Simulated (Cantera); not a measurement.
Feed: 1 mol Ta, 1.5 mol O2, 55 mol N2, 9.4 mol CO2, at 2198 K and 8.80 mbar.

Cantera equilibrium calculation (NASA polynomials, part measured and part estimated; ideal gas, pure solids and liquids). Candidate condensed phases: C, Ta, TaC, Ta2O5; 27 gas species. Kinetics and transport are ignored.

Task: What is the equilibrium state?

Result: x(N2): 0.829
x(CO2): 0.0989
x(CO): 0.0430
x(O2): 0.0212
x(O): 0.00414
x(NO): 0.00409
x(TaO2): 3.91e-5
n(Ta2O5(l)): 0.499 mol
gas amount: 66.22 mol
log10 activity of C(graphite) (absent): -8.75
log10 activity of Ta(s) (absent): -8.80
log10 activity of TaC(s) (absent): -14.22
